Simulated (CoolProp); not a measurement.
A single-stage vapour-compression cycle with the fluid: evaporating at 207.15 K (dew point), condensing at 246.15 K (bubble point), superheat 10 K, subcooling 5 K, compressor efficiency 0.65, no pressure losses. The same conditions are run with several fluids, on thermodynamics alone (safety and materials aside).

Computed with CoolProp (reference Helmholtz-energy equation of state of each fluid (ammonia: Gao 2020; CH2F2 (R32): Tillner-Roth 1997; ethylene: Smukala 2000; hydrogen chloride: Thol 2018; CH3F (R41): Lemmon 2006; C3F8 (R218): Lemmon 2006)).

| fluid | cooling COP | pressure ratio | discharge temperature (K) | refrigerating effect (kJ/kg) | volumetric capacity (kJ/m³) |
|---|---|---|---|---|---|
| ammonia | 2.76 | 9.49 | 441.5 | 1330 | 183 |
| CH2F2 (R32) | 2.87 | ? | 366.8 | 351 | 474 |
| ethylene | 2.69 | 3.48 | 314.6 | 340 | 3540 |
| hydrogen chloride | 2.77 | 4.45 | ? | 373 | ? |
| CH3F (R41) | ? | 4.74 | 351.6 | 409 | 1550 |
| C3F8 (R218) | 2.97 | 7.16 | 263.3 | 89.3 | 204 |

### Question
What belongs in the gaps?

### Answer

- CH2F2 (R32), pressure ratio: 6.72
- hydrogen chloride, discharge temperature (K): 386.0
- hydrogen chloride, volumetric capacity (kJ/m³): 2110
- CH3F (R41), cooling COP: 2.83
